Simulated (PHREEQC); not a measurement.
Dissolve 0.099 mol/kgw Cu(NO3)2, 0.00015 mol/kgw H2SO4 and 0.036 mol/kgw NaCl at 20 °C. Closed to the air; pH follows from the charge balance.

The numbers come from PHREEQC with the ion-association model, phreeqc.dat.

No solid was allowed to form.

Estimate the pH.

pH 3.62.

In which forms is S present?

CuSO4 54 %, SO4-2 44 %, NaSO4- 1.9 % of the S.

Complexes and solids missing from the database can't appear.
